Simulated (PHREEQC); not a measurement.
Polishing slurry liquid: an equilibrium model

Solution (38 °C): 0.0015 mol H2SO4, 0.0073 mol KH2PO4 and 0.00054 mol Ca(OH)2 per kg of water. Closed to the air; pH follows from the charge balance.

Computed with PHREEQC (ion-association model, phreeqc.dat).

Precipitation was switched off in this run.

Q: What pH, specific conductance, ionic strength does the model give?

A: pH 3.06; specific conductance 1610 µS/cm; ionic strength 0.0109 mol/kgw.

Q: In which forms is S present?

A: SO4-2 86 %, HSO4- 7.2 %, KSO4- 3.5 %, CaSO4 3.1 % of the S.

Complexes and solids missing from the database can't appear. Away from 25 °C the constants follow the database's enthalpies or fits; those with neither stay at their 25 °C values.
